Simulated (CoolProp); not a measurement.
Vapour-liquid equilibrium of n-perfluorobutane (1) + R365MFC (2) at 0.0303 MPa; x and y are mole fractions of (1).

The numbers come from the multi-fluid Helmholtz-energy mixture model, Gao 2022 and Lemmon 2016; pair parameters Bell 2016 in CoolProp.

Q: Give the bubble temperature and the first vapour's composition at x = 0.125, 0.8, 0.875. Is there an azeotrope?

A: x = 0.125: 252.9 K, y = 0.816; x = 0.8: 245.9 K, y = 0.910; x = 0.875: 245.4 K, y = 0.932. No azeotrope shows between x = 0.05 and 0.95.

The pair parameters rest on a limited set of measurements; away from them the model extrapolates. With so large a gap from Raoult's law the liquid may split in two, which this calculation doesn't test in full.
